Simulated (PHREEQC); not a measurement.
Make-up at 25 °C: 0.0013 mol HF, 0.0015 mol (CH3)4NF and 7.6e-07 mol H4SiO4 per kg of water. Closed to the air; pH follows from the charge balance.

Computed with PHREEQC (ion-association model, phreeqc.dat).

This is a speciation only: nothing precipitates in the calculation.

**Question.** Predict the pH, ionic strength.

**Answer.** pH 3.46; ionic strength 0.00187 mol/kgw.

**Question.** In which forms is Si present?

**Answer.** H4SiO4 54 %, SiF6-2 46 % of the Si.

(CH3)4N+ isn't in the database: it is added as a free cation with an ion size of 4 Å. SiF6-2 is the database's only silicon fluoride.
